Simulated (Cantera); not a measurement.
A perfectly stirred reactor is fed with CH3OH : O2 : N2 = 1 : 1.07 : 4.03 (molar parts), equivalence ratio 1.4, at 1.58 atm; it is adiabatic with a 525 K inlet, and is followed from long to short residence time, starting on the burning branch (τ in s: 0.033, 0.017, 0.0089, 0.0046, 0.0024, 0.0012, 0.00065, 0.00034, 0.00017, 9e-05, 4.7e-05, 2.4e-05, 1.3e-05).

Cantera simulation using GRI-Mech 3.0 (53 species, 325 reactions); the numbers are that mechanism's predictions, not measurements. GRI-Mech 3.0 was tuned for natural gas; its chemistry of methanol as a main component is partial and can be far from experiment.

One state of this run: T (K) = 1987; x CH3OH = 9.96e-5; x O2 = 0.00523; x C2H = 4.31e-9; x CH2CO = 2.75e-7; x N2O = 3.20e-8; x HCN = 4.74e-6. x: mole fraction; the columns are a selection and need not sum to one.

Problem. Which value of τ (s) does it belong to?
A) 4.7e-5
B) 1.3e-5
C) 0.0046
D) 0.00017

Solution. D, 0.00017
